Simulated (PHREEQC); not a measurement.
Dissolve 0.0093 mol LiOH and 0.0035 mol Na2CO3 per kg of water at 5 °C. Closed to the air; pH follows from the charge balance.

Computed with PHREEQC (ion-association model, phreeqc.dat).

This is a speciation only: nothing precipitates in the calculation.

Task: Estimate the pH.

Result: pH 12.64.

Task: In which forms is Na present?

Result: Na+ 99 %, NaCO3- 1.3 % of the Na.

At this temperature some constants are extrapolated from 25 °C, and those without enthalpy data are left unchanged.
